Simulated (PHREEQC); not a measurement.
Dissolve 0.004 mol CuSO4, 0.00015 mol HCl and 0.00014 mol Na2SO4 per kg of water at 25 °C. Closed to the air; pH follows from the charge balance.

Computed with PHREEQC (ion-association model, phreeqc.dat).

No solid was allowed to form.

Q: Estimate the pH, specific conductance.

A: pH 3.95; specific conductance 806 µS/cm.

Q: In which forms is Cu present?

A: Cu+2 79 %, CuSO4 21 % of the Cu.
